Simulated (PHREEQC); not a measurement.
0.11 g of hydrous ferric oxide (600 m²/g; 0.2 weak and 0.005 strong sites per Fe, Dzombak-Morel constants, diffuse double layer) in 1 kg of water with 0.001 mol/kgw of an inert sodium salt and 0.11 mmol/kgw MgCl2, at 25 °C; the pH is set by adding NaOH or the inert anion's acid. Oxygen alone is held at its pressure in air (log pO2 = -0.68). The system is closed to CO2. Nothing may precipitate in this run.

Computed with PHREEQC (ion-association model, wateq4f.dat).

```
pH    Mg sorbed (%)  surface charge σ (C/m²)  surface potential ψ (mV)
----  -------------  -----------------------  ------------------------
4               0.0                    0.128                       208
4.38            0.0                    0.095                       194
4.75            0.0                        …                       178
5.12            0.0                    0.050                       162
5.5             0.0                    0.035                       144
5.88            0.0                        …                       125
6.25            0.0                    0.016                         …
6.62            0.1                    0.011                        85
7               0.3                    0.007                        64
7.38            1.8                    0.004                        43
7.75            7.8                    0.002                        25
8.12           23.2                    0.001                        11
8.5            45.1                    0.000                         3
8.88           65.8                    0.000                        -5
9.25           81.1                   -0.001                       -13
9.62           91.2                   -0.002                       -23
10             96.8                   -0.003                       -36
```

### Question
What belongs in the gaps?

### Answer

- 4.75, surface charge σ (C/m²): 0.070
- 5.88, surface charge σ (C/m²): 0.024
- 6.25, surface potential ψ (mV): 105

Species that the database lacks are ignored.
